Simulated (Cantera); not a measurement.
Cantera run:

```python
import numpy as np
import cantera as ct

gas_names = """
    CL CL2 H HCL H2 Si SiCL SiCL2 SiCL3 SiCL4 SiH SiHCL3 SiH2 SiH2CL2 SiH3 SiH3CL SiH4 Si2 Si3
""".split()
cond_names = """
    Si(cr) Si(L)
""".split()


def load(file, names, dense=False):
    # The tables refer to 1 bar. Condensed volumes are neglected.
    table = {s.name: s for s in ct.Species.list_from_file(file)}
    out = []
    for n in names:
        d = dict(table[n].input_data)
        d["thermo"] = dict(d["thermo"], **{"reference-pressure": 1e5})
        if dense:
            d["equation-of-state"] = {"model": "constant-volume", "density": "1e6 g/cm^3"}
        out.append(ct.Species.from_dict(d))
    return out


gas = ct.Solution(thermo="ideal-gas", species=load("nasa_gas.yaml", gas_names))
cond = {s.name: ct.Solution(thermo="fixed-stoichiometry", species=[s], name=s.name)
        for s in load("nasa_condensed.yaml", cond_names, dense=True)}
atoms = {
    'Si': {'Si': 1},
    'HCl': {'H': 1, 'CL': 1},
    'H2': {'H': 2},
}
top_T = {}  # K; cautious upper limits of use, not melting points


def equilibrate(T, P, feed):
    n = {}
    for name, mol in feed.items():
        for a, k in atoms[name].items():
            n[a] = n.get(a, 0.0) + k * mol
    gas.TPX = T, P, n
    mass = sum(n.values()) * gas.mean_molecular_weight
    gas.equilibrate("TP")
    valid = [c for c in cond.values() if c.min_temp <= T <= top_T.get(c.name, c.max_temp)]
    mix = ct.Mixture([(gas, mass / gas.mean_molecular_weight)] + [(c, 0.0) for c in valid])
    mix.T, mix.P = T, P
    mix.equilibrate("TP", solver="vcs", rtol=1e-11, max_steps=5000)
    return mix


results = []
feed = {'Si': 1, 'HCl': 1.6, 'H2': 3.8}  # mol
T = 1673.15  # K
P = 10000  # Pa
mix = equilibrate(T, P, feed)
results.append((T, P, feed, dict(zip(mix.species_names, mix.species_moles))))
print(gas.report(threshold=1e-06))
for i in range(1, mix.n_phases):
    print(f"{mix.phase(i).name:16s} {mix.phase_moles(i):12.5e} mol")
```

It prints:

```
       temperature   1673.2 K
          pressure   10000 Pa
           density   0.010446 kg/m^3
  mean mol. weight   14.532 kg/kmol
   phase of matter   gas

                          1 kg             1 kmol
                     ---------------   ---------------
          enthalpy        1.2828e+06        1.8641e+07  J
   internal energy        3.2549e+05        4.7299e+06  J
           entropy             15892        2.3094e+05  J/K
    Gibbs function       -2.5307e+07       -3.6776e+08  J
 heat capacity c_p            2434.4             35376  J/K
 heat capacity c_v            1862.2             27062  J/K

                      mass frac. Y      mole frac. X     chem. pot. / RT
                     ---------------   ---------------   ---------------
                CL        0.00010064        4.1253e-05           -25.982
                 H        2.2211e-05         0.0003202           -10.734
               HCL           0.32626           0.13004           -36.716
                H2           0.10935           0.78824           -21.467
                Si        8.0971e-06        4.1896e-06           -4.8615
              SiCL        0.00016492        3.7722e-05           -30.844
             SiCL2           0.52669          0.077322           -56.826
             SiCL3          0.030534         0.0033006           -82.808
             SiCL4         0.0034347         0.0002938           -108.79
               SiH        3.9789e-06        1.9874e-06           -15.595
            SiHCL3         0.0029792        0.00031964           -93.542
              SiH2        1.8013e-05        8.6958e-06           -26.329
           SiH2CL2        0.00041681         5.997e-05           -78.293
            SiH3CL        1.5578e-05        3.4011e-06           -63.045
     [   +5 minor]        3.2043e-07         1.195e-07

Si(cr)            5.61630e-01 mol
```

These are equilibrium values from Cantera (NASA tables, ideal gas, pure condensed phases), not measurements of a reactor. The tables' values for SiCl3, SiCl are old estimates; treat these amounts as uncertain.
